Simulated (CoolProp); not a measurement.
A closed Brayton cycle with carbon dioxide: compressor inlet 332.15 K and 9.3 MPa, high pressure 27.3 MPa, turbine inlet 830 K, compressor efficiency 0.85, turbine efficiency 0.85, recuperator effectiveness 0.8 (on enthalpy, no pinch check). Each further row changes one setting.

Computed with CoolProp (reference Helmholtz-energy equation of state, Span 1996).

| case | thermal efficiency (%) | net work (kJ/kg) | compressor to turbine work | compressor exit (K) | turbine exit (K) |
|---|---|---|---|---|---|
| as stated | 27.1 | 76.0 | 0.43 | 421.5 | 707.3 |
| turbine inlet 780 K | 25.6 | 66.7 | 0.46 | 421.5 | 661.5 |
| compressor inlet 342.15 K | 25.8 | 68.9 | 0.48 | 438.8 | 707.3 |
| high pressure 23.2 MPa | 25.8 | 67.9 | 0.41 | 407.6 | 725.4 |
| recuperator effectiveness 0.5 | 20.0 | 76.0 | 0.43 | 421.5 | 707.3 |
